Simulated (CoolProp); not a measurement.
Vapour-liquid equilibrium of ethylene (1) + ethane (2) at 254 K; x and y are mole fractions of (1).

Computed with CoolProp (multi-fluid Helmholtz-energy mixture model, Smukala 2000 and Bücker 2006; pair parameters Bell 2016).

```
x     bubble pressure, mixture model (kPa)  bubble pressure, Raoult's law (kPa)  y, mixture model  y, Raoult's law
----  ------------------------------------  -----------------------------------  ----------------  ---------------
0.05                                  1520                                 1512             0.079            0.085
0.2                                   1701                                 1681             0.280            0.307
0.35                                  1868                                 1851             0.446            0.489
0.5                                   2029                                 2020             0.591            0.640
0.65                                  2190                                 2189             0.724            0.767
0.8                                   2354                                 2358             0.847            0.877
0.95                                  2525                                 2528             0.963            0.971
```

The largest gap from Raoult's law is +1.2 % in bubble pressure, at x = 0.2. No azeotrope shows between x = 0.05 and 0.95.

The pair parameters rest on a limited set of measurements; away from them the model extrapolates.
